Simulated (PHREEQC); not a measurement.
Model water analysis in mg/L, 64 °C, pH 6.44, pe 9.6: Na 1.09; K 0.00428; Ca 1.68; Mg 0.625; Cl 2.01; S(6) as SO4 0.352; Alkalinity as HCO3 7.31; Ba 0.00556; Sr 0.0149; Pb 0.929; Si as SiO2 0.00294; N(5) as NO3 0.207.

Valence states are taken as typed.

Computed with PHREEQC (ion-association model, phreeqc.dat).

| Quantity | Result |
|---|---|
| ionic strength | 0.000261 mol/kgw |
| charge-balance error | 1.3 % |

```csv
species,molality,activity,log γ
HCO3-,0.000117,0.000115,-0.009
CO2,8.24e-5,8.24e-5,0.000
Cl-,5.67e-5,5.56e-5,-0.009
Na+,4.74e-5,4.65e-5,-0.009
Ca+2,4.18e-5,3.86e-5,-0.035
Mg+2,2.56e-5,2.37e-5,-0.035
SO4-2,3.58e-6,3.31e-6,-0.035
NO3-,3.34e-6,3.27e-6,-0.009
Pb+2,2.96e-6,2.73e-6,-0.035
PbCO3,1.10e-6,1.10e-6,0.000
H+,3.70e-7,3.63e-7,-0.008
OH-,3.35e-7,3.29e-7,-0.009
PbHCO3+,2.54e-7,2.49e-7,-0.009
```

Precipitation was switched off in this run. The solution is supersaturated, for example in Pb(OH)2, so a real one may precipitate; this is no full list. Away from 25 °C the constants follow the database's enthalpies or fits; those with neither stay at their 25 °C values.
